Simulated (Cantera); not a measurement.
A Cantera script and what it prints.

```python
import numpy as np
import cantera as ct

gas_names = """
    H H2 N NH NH2 NH3 N2 N2H2 N2H4 Si SiH SiH2 SiH3 SiH4 SiN Si2 Si2N Si3
""".split()
cond_names = """
    Si(cr) Si(L) Si3N4(a)
""".split()


# ... load() reads the species with a 1 bar reference pressure and builds the phases ...
atoms = {
    'Si3H8': {'Si': 3, 'H': 8},
    'N2': {'N': 2},
}
top_T = {'Si3N4(a)': 2400}  # K; cautious upper limits of use, not melting points


# ... equilibrate(T, P, feed) seeds the gas with the atoms and calls Mixture.equilibrate('TP', solver="vcs", rtol=1e-11, max_steps=5000) ...
results = []
feed = {'Si3H8': 1, 'N2': 8.8}  # mol
T = 925  # K
P = 840  # Pa
mix = equilibrate(T, P, feed)
results.append((T, P, feed, dict(zip(mix.species_names, mix.species_moles))))
print(gas.report(threshold=1e-05))
for i in range(1, mix.n_phases):
    print(f"{mix.phase(i).name:16s} {mix.phase_moles(i):12.5e} mol")
```

Output:

```
       temperature   925 K
          pressure   840 Pa
           density   0.002008 kg/m^3
  mean mol. weight   18.385 kg/kmol
   phase of matter   gas

                          1 kg             1 kmol
                     ---------------   ---------------
          enthalpy        1.0229e+06        1.8805e+07  J
   internal energy        6.0453e+05        1.1114e+07  J
           entropy             13489        2.4799e+05  J/K
    Gibbs function       -1.1454e+07       -2.1059e+08  J
 heat capacity c_p            1710.7             31452  J/K
 heat capacity c_v            1258.5             23138  J/K

                      mass frac. Y      mole frac. X     chem. pot. / RT
                     ---------------   ---------------   ---------------
                H2          0.040612           0.37037           -23.088
                N2           0.95939           0.62963           -29.907
     [  +16 minor]        1.3842e-06        1.4958e-06

Si(cr)            0.00000e+00 mol
Si3N4(a)          1.00000e+00 mol
```

Method: chemical equilibrium by Gibbs-energy minimisation in Cantera with the NASA 1993 tables (ideal gas, pure condensed phases). The feed counts by its element totals alone. N2 is the only nitrogen source here; it is nearly inert below about 1500 K, so the nitride shown seldom forms there in practice.
